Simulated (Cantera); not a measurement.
Hydrocarbon pyrolysis for carbon deposition

An isothermal, constant-pressure homogeneous reactor starts with 38.5 % C₂H₆, 61.5 % N₂, at 1975 K and 0.00750 atm.

Model: GRI-Mech 3.0 (53 species, 325 reactions), integrated in Cantera. GRI-Mech 3.0 stops at C3 and has no aromatics, soot or wall deposition, so with more carbon than oxygen in the feed, carbon stays in small species such as C2H2 where larger ones or solid carbon would form. Radical loss at walls, strong at low pressure, is not modelled.

```json
[
 {"t (s)": "0.000900", "x C₂H₆": "0.000143", "x C₂H": "4.58e-5", "x HCN": "1.17e-5", "x C₂H₂": "0.162", "x CH₃": "0.0250", "x CH₄": "0.0829", "x H₂": "0.308"},
 {"t (s)": "0.00262", "x C₂H₆": "4.00e-5", "x C₂H": "2.81e-5", "x HCN": "1.32e-5", "x C₂H₂": "0.189", "x CH₃": "0.0108", "x CH₄": "0.0669", "x H₂": "0.349"},
 {"t (s)": "0.00765", "x C₂H₆": "1.43e-5", "x C₂H": "2.13e-5", "x HCN": "1.46e-5", "x C₂H₂": "0.199", "x CH₃": "0.00588", "x CH₄": "0.0497", "x H₂": "0.375"},
 {"t (s)": "0.0223", "x C₂H₆": "5.09e-6", "x C₂H": "2.09e-5", "x HCN": "1.67e-5", "x C₂H₂": "0.207", "x CH₃": "0.00345", "x CH₄": "0.0304", "x H₂": "0.398"},
 {"t (s)": "0.0651", "x C₂H₆": "1.07e-6", "x C₂H": "2.60e-5", "x HCN": "2.19e-5", "x C₂H₂": "0.213", "x CH₃": "0.00169", "x CH₄": "0.0121", "x H₂": "0.418"},
 {"t (s)": "0.190", "x C₂H₆": "6.92e-8", "x C₂H": "4.17e-5", "x HCN": "3.73e-5", "x C₂H₂": "0.216", "x CH₃": "0.000517", "x CH₄": "0.00233", "x H₂": "0.428"},
 {"t (s)": "0.553", "x C₂H₆": "8.57e-10", "x C₂H": "7.51e-5", "x HCN": "7.51e-5", "x C₂H₂": "0.216", "x CH₃": "7.72e-5", "x CH₄": "0.000193", "x H₂": "0.428"},
 {"t (s)": "1.61", "x C₂H₆": "1.79e-11", "x C₂H": "8.93e-5", "x HCN": "0.000110", "x C₂H₂": "0.216", "x CH₃": "1.17e-5", "x CH₄": "2.46e-5", "x H₂": "0.427"},
 {"t (s)": "4.70", "x C₂H₆": "5.91e-12", "x C₂H": "8.96e-5", "x HCN": "0.000139", "x C₂H₂": "0.216", "x CH₃": "6.01e-6", "x CH₄": "1.26e-5", "x H₂": "0.427"},
 {"t (s)": "13.7", "x C₂H₆": "5.85e-12", "x C₂H": "8.96e-5", "x HCN": "0.000207", "x C₂H₂": "0.216", "x CH₃": "5.97e-6", "x CH₄": "1.25e-5", "x H₂": "0.427"},
 {"t (s)": "40.0", "x C₂H₆": "6.02e-12", "x C₂H": "8.95e-5", "x HCN": "0.000400", "x C₂H₂": "0.216", "x CH₃": "6.09e-6", "x CH₄": "1.27e-5", "x H₂": "0.427"}
]
```
x: mole fraction; the columns are a selection and need not sum to one.

Equilibrium at this temperature and pressure: C₂H₆ 6.75e-12, C₂H 6.12e-5, HCN 0.137, C₂H₂ 0.148, CH₃ 6.91e-6, CH₄ 1.45e-5, H₂ 0.427 (gas phase only).
